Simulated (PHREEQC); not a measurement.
Make-up at 20 °C: 150 mmol/kgw Ca(NO3)2. Closed to the air; pH follows from the charge balance.

The numbers come from PHREEQC with the ion-association model, phreeqc.dat.

Each row changes one thing in this solution. No solid was allowed to form.

```
case                                                  pH  ionic strength (mol/kgw)
--------------------------------------------------  ----  ------------------------
as made                                             6.91                     0.450
diluted 10-fold with water                          7.04                    0.0450
Ca(NO3)2 from 0.15 to 0.165 mol/kgw                 6.90                     0.495
Ca(NO3)2 replaced by NaNO3 at the same molality     7.06                     0.150
diluted 2-fold with water                           6.96                     0.225
diluted 100-fold with water                         7.08                   0.00450
Ca(NO3)2 replaced by Pb(NO3)2 at the same molality   [?]                       [?]
Ca(NO3)2 from 0.15 to 0.225 mol/kgw                 6.88                     0.675
Ca(NO3)2 replaced by Zn(NO3)2 at the same molality  5.29                     0.450
```

Task: What belongs in the gaps?

Result: 
- Ca(NO3)2 replaced by Pb(NO3)2 at the same molality, pH: 4.24
- Ca(NO3)2 replaced by Pb(NO3)2 at the same molality, ionic strength (mol/kgw): 0.309
